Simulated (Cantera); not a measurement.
Cantera with NASA thermochemical tables; ideal gases at 1 bar, condensed phases pure. Values are per mole of reaction as written; species without (g) are pure solids or liquids, kept so even where they would boil at 1 bar.

Question: Between 925 and 2425 K, where is each reaction favourable under standard conditions?
- CuF2(g) + H2(g) = 2 HF(g) + Cu
- Cu + 2 F(g) = CuF2

Answer: 
- CuF2(g) + H2(g) = 2 HF(g) + Cu: ΔG° is -264 kJ at 925 K and -256 kJ at 2425 K; it stays negative (K > 1). ΔH° is -254 kJ and ΔS° 1 J/K at 2425 K.
- Cu + 2 F(g) = CuF2: ΔG° is -447 kJ at 925 K and -126 kJ at 2425 K; it stays negative (K > 1). ΔH° is -611 kJ and ΔS° -200 J/K at 2425 K.
